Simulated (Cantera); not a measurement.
Input: 1 mol Al, 1.1 mol N2, equilibrated at 0.135 Torr.

These are equilibrium values from Cantera (NASA tables, ideal gas, pure condensed phases), not measurements of a reactor. Candidate condensed phases: Al, AlN; 5 gas species. Kinetics and transport are ignored. All values below are at 1525 K.

Base state: N2 1.000, Al 5.91e-5 (mole fractions); condensed: AlN(s).

What changes in the equilibrium state with this change: Al replaced by Al(CH3)3?


| species | before | after |
|---|---|---|
| H2 | 0 | 0.880 |
| N2 | 1.000 | 0.117 |
| H | 0 | 0.00165 |
| Al | 5.91e-5 | 0.000173 |
| HCN | 0 | 0.000404 |
| C2H2 (acetylene) | 0 | 1.06e-5 |
| AlN(s), mol | 1.000 | 0.999 |
| C(graphite), mol | 0 | 3.00 |
The feed counts by its element totals alone. Further candidate phases: C, C6H6, C7H8, C8H18.
